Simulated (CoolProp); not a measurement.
The fluid at 293.15 K and 16 MPa is throttled through a valve to 7.01 MPa with no heat exchange. The same conditions are run with several fluids, on thermodynamics alone (safety and materials aside).

Model: reference Helmholtz-energy equation of state of each fluid (carbon dioxide: Span 1996; dodecamethylcyclohexasiloxane (D6): Colonna 2008; R1336mzz(Z): McLinden 2020; neopentane: Lemmon 2006; hydrogen chloride: Thol 2018), in CoolProp.

| fluid | temperature change (K) | final density (kg/m³) |
|---|---|---|
| carbon dioxide | -4.5 | 851 |
| dodecamethylcyclohexasiloxane (D6) | +4.1 | 986 |
| R1336mzz(Z) | +2.8 | 1390 |
| neopentane | +3.6 | 597 |
| hydrogen chloride | -1.9 | 871 |
